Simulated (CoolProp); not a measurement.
Vapour-liquid equilibrium of ethane (1) + hydrogen sulfide (2) at 260.6 K; x and y are mole fractions of (1).

Computed with CoolProp (multi-fluid Helmholtz-energy mixture model, Bücker 2006 and Lemmon 2006; pair parameters Kunz 2012).

```csv
x,bubble pressure (bar),y at the bubble point,dew pressure at overall composition x (bar),liquid density (mol/L)
0.05,9.304,0.258,7.367,24.25
0.15,12.31,0.462,8.192,22.50
0.25,14.05,0.550,9.210,20.96
0.35,15.13,0.602,10.48,19.61
0.45,15.91,0.644,12.09,18.43
0.55,16.54,0.685,14.05,17.39
0.65,17.05,0.730,16.02,16.49
0.75,17.44,0.786,17.22,15.71
0.85,17.64,0.855,17.64,15.04
0.95,17.57,0.945,17.55,14.48
```

y crosses x between x = 0.85 and 0.95: the model has an azeotrope there.

The pair parameters rest on a limited set of measurements; away from them the model extrapolates.
